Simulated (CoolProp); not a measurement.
Values from CoolProp's reference Helmholtz-energy equation of state, Lemmon 2006. It is a short technical equation, of lower accuracy than the large ones.

### Question
For neopentane, give the phase and the cv (kJ/(kg K)) at 396.5 K and 0.145 MPa; 396.5 K and 0.726 MPa; 396.5 K and 1.6 MPa.

### Answer
- 396.5 K and 0.145 MPa: gas; cv 2.04
- 396.5 K and 0.726 MPa: gas; cv 2.07
- 396.5 K and 1.6 MPa: gas; cv 2.15
